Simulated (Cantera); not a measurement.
A perfectly stirred reactor is fed with 11.1 % CO, 14.5 % H₂, 15.6 % O₂, 58.8 % N₂, at 420 Torr; it is adiabatic with a 450 K inlet, and is followed from long to short residence time, starting on the burning branch (τ in s: 0.079, 0.037, 0.018, 0.0083, 0.0039, 0.0019, 0.00088, 0.00041, 0.0002, 9.3e-05, 4.4e-05, 2.1e-05, 9.8e-06).

Computed with Cantera and GRI-Mech 3.0 (53 species, 325 reactions).

**Question.** Predict: blow-out, bracketed by the residence times tried; x(CO) at τ = 79.0 ms; x(H₂) at τ = 79.0 ms; x(O₂) at τ = 79.0 ms; x(N₂O) at τ = 79.0 ms; x(OH) at τ = 79.0 ms; x(CO) at τ = 0.880 ms; x(H₂) at τ = 0.880 ms; x(O₂) at τ = 0.880 ms; x(N₂O) at τ = 0.880 ms; x(OH) at τ = 0.880 ms.

**Answer.** 
| Quantity | Result |
|---|---|
| blow-out, bracketed by the residence times tried | burning at 93.0 µs, out at 44.0 µs |
| x(CO) at τ = 79.0 ms | 0.0120 |
| x(H₂) at τ = 79.0 ms | 0.00295 |
| x(O₂) at τ = 79.0 ms | 0.0354 |
| x(N₂O) at τ = 79.0 ms | 1.95e-7 |
| x(OH) at τ = 79.0 ms | 0.00750 |
| x(CO) at τ = 0.880 ms | 0.0367 |
| x(H₂) at τ = 0.880 ms | 0.0128 |
| x(O₂) at τ = 0.880 ms | 0.0508 |
| x(N₂O) at τ = 0.880 ms | 8.42e-8 |
| x(OH) at τ = 0.880 ms | 0.0116 |
